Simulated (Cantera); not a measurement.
Feed: 1 mol Nb2O5, 96 mol H2, equilibrated at 0.230 bar.

Cantera equilibrium calculation (NASA polynomials, part measured and part estimated; ideal gas, pure solids and liquids). Candidate condensed phases: H2O, Nb, NbO, NbO2, Nb2O5; 12 gas species. Mutual solubility and eutectic melting of coexisting phases are not modelled. NbO: taken at fixed stoichiometry. Condensed phases not in the tables: the oxides between NbO2 and Nb2O5. Kinetics and transport are ignored.

x: gas mole fraction; n: condensed amount in mol.

```tsv
T (K)	x H2	x H2O	x H	x NbO2	x OH	x NbO	x O	n NbO2(s)	n NbO(s)
1625	0.989	0.0104	0.000146	8.45e-9	6.49e-8	[?]	7.90e-12	2.00	0
1700	0.989	0.0104	0.000306	5.21e-8	1.66e-7	[?]	4.11e-11	2.00	0
1775	0.989	0.0104	0.000600	2.74e-7	3.94e-7	[?]	1.86e-10	2.00	0
1850	0.988	0.0104	0.00112	1.25e-6	8.69e-7	[?]	7.48e-10	2.00	0
1925	0.988	0.0104	0.00198	5.06e-6	1.80e-6	[?]	2.70e-9	2.00	0
2000	0.985	0.0120	0.00336	1.84e-5	4.09e-6	[?]	1.02e-8	1.85	0.153
2075	0.980	0.0149	0.00550	6.03e-5	9.55e-6	[?]	3.84e-8	1.56	0.436
```

Task: Some entries are withheld; supply them.

Result: 
- 1625, x NbO: 4.82e-11
- 1700, x NbO: 4.79e-10
- 1775, x NbO: 3.89e-9
- 1850, x NbO: 2.65e-8
- 1925, x NbO: 1.55e-7
- 2000, x NbO: 6.82e-7
- 2075, x NbO: 2.46e-6
